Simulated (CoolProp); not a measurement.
Properties of the fluoroketone C6F12O (FK-5-1-12) along the isotherm 496.9 K.

Values from CoolProp's reference Helmholtz-energy equation of state, McLinden 2015.

```json
[
 {"p (kPa)": "1170", "phase": "gas", "speed of sound (m/s)": "99.70", "fugacity coefficient": "0.8658"},
 {"p (kPa)": "2340", "phase": "supercritical", "speed of sound (m/s)": "81.89", "fugacity coefficient": "0.7423"},
 {"p (kPa)": "3500", "phase": "supercritical", "speed of sound (m/s)": "74.68", "fugacity coefficient": "0.6319"},
 {"p (kPa)": "4670", "phase": "supercritical", "speed of sound (m/s)": "99.39", "fugacity coefficient": "0.5456"},
 {"p (kPa)": "5840", "phase": "supercritical", "speed of sound (m/s)": "128.7", "fugacity coefficient": "0.4879"},
 {"p (kPa)": "7010", "phase": "supercritical", "speed of sound (m/s)": "154.2", "fugacity coefficient": "0.4492"},
 {"p (kPa)": "8180", "phase": "supercritical", "speed of sound (m/s)": "176.5", "fugacity coefficient": "0.4227"},
 {"p (kPa)": "9350", "phase": "supercritical", "speed of sound (m/s)": "196.3", "fugacity coefficient": "0.4043"},
 {"p (kPa)": "10500", "phase": "supercritical", "speed of sound (m/s)": "213.8", "fugacity coefficient": "0.3918"},
 {"p (kPa)": "11700", "phase": "supercritical", "speed of sound (m/s)": "230.6", "fugacity coefficient": "0.3832"},
 {"p (kPa)": "12800", "phase": "supercritical", "speed of sound (m/s)": "244.9", "fugacity coefficient": "0.3782"},
 {"p (kPa)": "14000", "phase": "supercritical", "speed of sound (m/s)": "259.4", "fugacity coefficient": "0.3754"},
 {"p (kPa)": "15200", "phase": "supercritical", "speed of sound (m/s)": "273.0", "fugacity coefficient": "0.3748"},
 {"p (kPa)": "16400", "phase": "supercritical", "speed of sound (m/s)": "285.8", "fugacity coefficient": "0.3760"},
 {"p (kPa)": "17500", "phase": "supercritical", "speed of sound (m/s)": "296.9", "fugacity coefficient": "0.3785"},
 {"p (kPa)": "18700", "phase": "supercritical", "speed of sound (m/s)": "308.5", "fugacity coefficient": "0.3827"}
]
```
